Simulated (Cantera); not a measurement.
An adiabatic, constant-volume homogeneous reactor starts with C2H4 : O2 : N2 : H2O = 1 : 3.45 : 13.4 : 2.9 (molar parts), equivalence ratio 0.87, at 1275 K and 1.40 bar.

Model: GRI-Mech 3.0 (53 species, 325 reactions), integrated in Cantera. GRI-Mech 3.0 was tuned for natural gas; its chemistry of ethylene as a main component is partial and can be far from experiment.

x: mole fraction; the columns are a selection and need not sum to one.

```json
[
 {"t (s)": "1.00e-6", "T (K)": "1275", "P (bar)": "1.40", "x C2H4": "0.0482", "x O2": "0.166", "x H2O": "0.140", "x C2H2": "(withheld)", "x H": "1.67e-11"},
 {"t (s)": "2.74e-6", "T (K)": "1275", "P (bar)": "1.40", "x C2H4": "0.0482", "x O2": "0.166", "x H2O": "0.140", "x C2H2": "(withheld)", "x H": "8.74e-11"},
 {"t (s)": "7.53e-6", "T (K)": "1275", "P (bar)": "1.40", "x C2H4": "0.0482", "x O2": "0.166", "x H2O": "0.140", "x C2H2": "(withheld)", "x H": "3.44e-10"},
 {"t (s)": "2.07e-5", "T (K)": "1275", "P (bar)": "1.40", "x C2H4": "0.0482", "x O2": "0.166", "x H2O": "0.140", "x C2H2": "(withheld)", "x H": "2.00e-9"},
 {"t (s)": "5.67e-5", "T (K)": "1275", "P (bar)": "1.40", "x C2H4": "0.0482", "x O2": "0.166", "x H2O": "0.140", "x C2H2": "(withheld)", "x H": "8.85e-8"},
 {"t (s)": "0.000156", "T (K)": "2662", "P (bar)": "3.02", "x C2H4": "<1e-12", "x O2": "0.0350", "x H2O": "0.203", "x C2H2": "<1e-12", "x H": "0.00531"},
 {"t (s)": "0.000427", "T (K)": "2730", "P (bar)": "3.08", "x C2H4": "<1e-12", "x O2": "0.0319", "x H2O": "0.207", "x C2H2": "<1e-12", "x H": "0.00383"},
 {"t (s)": "0.00117", "T (K)": "2723", "P (bar)": "3.07", "x C2H4": "<1e-12", "x O2": "0.0301", "x H2O": "0.208", "x C2H2": "<1e-12", "x H": "0.00375"},
 {"t (s)": "0.00321", "T (K)": "2718", "P (bar)": "3.07", "x C2H4": "<1e-12", "x O2": "0.0285", "x H2O": "0.208", "x C2H2": "<1e-12", "x H": "0.00368"},
 {"t (s)": "0.00882", "T (K)": "2717", "P (bar)": "3.07", "x C2H4": "<1e-12", "x O2": "0.0283", "x H2O": "0.208", "x C2H2": "<1e-12", "x H": "0.00367"},
 {"t (s)": "0.0242", "T (K)": "2717", "P (bar)": "3.07", "x C2H4": "<1e-12", "x O2": "0.0283", "x H2O": "0.208", "x C2H2": "<1e-12", "x H": "0.00367"},
 {"t (s)": "0.0664", "T (K)": "2717", "P (bar)": "3.07", "x C2H4": "<1e-12", "x O2": "0.0283", "x H2O": "0.208", "x C2H2": "<1e-12", "x H": "0.00367"},
 {"t (s)": "0.182", "T (K)": "2717", "P (bar)": "3.07", "x C2H4": "<1e-12", "x O2": "0.0283", "x H2O": "0.208", "x C2H2": "<1e-12", "x H": "0.00367"},
 {"t (s)": "0.500", "T (K)": "2717", "P (bar)": "3.07", "x C2H4": "<1e-12", "x O2": "0.0283", "x H2O": "0.208", "x C2H2": "<1e-12", "x H": "0.00367"}
]
```

**Question.** What belongs in the gaps?

**Answer.** 
- 1.00e-6, x C2H2: 6.13e-9
- 2.74e-6, x C2H2: 1.68e-8
- 7.53e-6, x C2H2: 4.63e-8
- 2.07e-5, x C2H2: 1.28e-7
- 5.67e-5, x C2H2: 4.08e-7
